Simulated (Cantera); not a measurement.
A Cantera script and what it prints.

```python
import numpy as np
import cantera as ct

gas_names = """
    F F2 N NF NF2 NF3 N2 Si SiF SiF2 SiF3 SiF4 SiN Si2 Si2N Si3
""".split()
cond_names = """
    Si(cr) Si(L) Si3N4(a)
""".split()


def load(file, names, dense=False):
    # The tables refer to 1 bar. Condensed volumes are neglected.
    table = {s.name: s for s in ct.Species.list_from_file(file)}
    out = []
    for n in names:
        d = dict(table[n].input_data)
        d["thermo"] = dict(d["thermo"], **{"reference-pressure": 1e5})
        if dense:
            d["equation-of-state"] = {"model": "constant-volume", "density": "1e6 g/cm^3"}
        out.append(ct.Species.from_dict(d))
    return out


gas = ct.Solution(thermo="ideal-gas", species=load("nasa_gas.yaml", gas_names))
cond = {s.name: ct.Solution(thermo="fixed-stoichiometry", species=[s], name=s.name)
        for s in load("nasa_condensed.yaml", cond_names, dense=True)}
atoms = {
    'Si': {'Si': 1},
    'NF3': {'N': 1, 'F': 3},
}
top_T = {'Si3N4(a)': 2400}  # K; cautious upper limits of use, not melting points


def equilibrate(T, P, feed):
    n = {}
    for name, mol in feed.items():
        for a, k in atoms[name].items():
            n[a] = n.get(a, 0.0) + k * mol
    gas.TPX = T, P, n
    mass = sum(n.values()) * gas.mean_molecular_weight
    gas.equilibrate("TP")
    valid = [c for c in cond.values() if c.min_temp <= T <= top_T.get(c.name, c.max_temp)]
    mix = ct.Mixture([(gas, mass / gas.mean_molecular_weight)] + [(c, 0.0) for c in valid])
    mix.T, mix.P = T, P
    mix.equilibrate("TP", solver="vcs", rtol=1e-11, max_steps=5000)
    return mix


results = []
feed = {'Si': 1, 'NF3': 4}  # mol
P = 1.4  # Pa
for T in [475, 550, 625, 700, 775, 850, 925, 1000, 1075, 1150, 1225, 1300, 1375]:
    mix = equilibrate(T, P, feed)
    results.append((T, P, feed, dict(zip(mix.species_names, mix.species_moles))))
    x = sorted(zip(gas.X, gas.species_names), reverse=True)
    print(f"T = {T:g} K  P = {P:g} Pa  gas = {mix.phase_moles(0):.4g} mol")
    print("   x: " + "  ".join(f"{s} {v:.3e}" for v, s in x if v > 1e-05))
    print("   condensed (mol): " + ("  ".join(f"{mix.phase(i).name} {mix.phase_moles(i):.4g}"
          for i in range(1, mix.n_phases) if mix.phase_moles(i) > 1e-12) or "none"))
```

It prints:

```
T = 475 K  P = 1.4 Pa  gas = 4.438 mol
   x: NF3 5.774e-01  SiF4 2.253e-01  N2 1.620e-01  F2 3.523e-02  F 9.955e-05
   condensed (mol): none
T = 550 K  P = 1.4 Pa  gas = 5.699 mol
   x: F2 3.531e-01  N2 2.355e-01  NF3 2.308e-01  SiF4 1.755e-01  F 5.107e-03
   condensed (mol): none
T = 625 K  P = 1.4 Pa  gas = 7.085 mol
   x: F2 5.178e-01  N2 2.753e-01  SiF4 1.411e-01  F 5.181e-02  NF3 1.392e-02
   condensed (mol): none
T = 700 K  P = 1.4 Pa  gas = 7.942 mol
   x: F2 3.836e-01  N2 2.515e-01  F 2.384e-01  SiF4 1.259e-01  NF3 5.635e-04
   condensed (mol): none
T = 775 K  P = 1.4 Pa  gas = 9.675 mol
   x: F 5.530e-01  N2 2.067e-01  F2 1.369e-01  SiF4 1.034e-01  NF3 1.232e-05
   condensed (mol): none
T = 850 K  P = 1.4 Pa  gas = 10.75 mol
   x: F 6.978e-01  N2 1.860e-01  SiF4 9.302e-02  F2 2.317e-02
   condensed (mol): none
T = 925 K  P = 1.4 Pa  gas = 10.96 mol
   x: F 7.225e-01  N2 1.825e-01  SiF4 9.125e-02  F2 3.779e-03
   condensed (mol): none
T = 1000 K  P = 1.4 Pa  gas = 10.99 mol
   x: F 7.263e-01  N2 1.820e-01  SiF4 9.098e-02  F2 7.670e-04
   condensed (mol): none
T = 1075 K  P = 1.4 Pa  gas = 11 mol
   x: F 7.270e-01  N2 1.819e-01  SiF4 9.093e-02  F2 1.925e-04
   condensed (mol): none
T = 1150 K  P = 1.4 Pa  gas = 11 mol
   x: F 7.272e-01  N2 1.818e-01  SiF4 9.091e-02  F2 5.761e-05
   condensed (mol): none
T = 1225 K  P = 1.4 Pa  gas = 11 mol
   x: F 7.272e-01  N2 1.818e-01  SiF4 9.091e-02  F2 1.993e-05
   condensed (mol): none
T = 1300 K  P = 1.4 Pa  gas = 11 mol
   x: F 7.273e-01  N2 1.818e-01  SiF4 9.091e-02
   condensed (mol): none
T = 1375 K  P = 1.4 Pa  gas = 11 mol
   x: F 7.273e-01  N2 1.818e-01  SiF4 9.091e-02
   condensed (mol): none
```

Method: chemical equilibrium by Gibbs-energy minimisation in Cantera with the NASA 1993 tables (ideal gas, pure condensed phases).
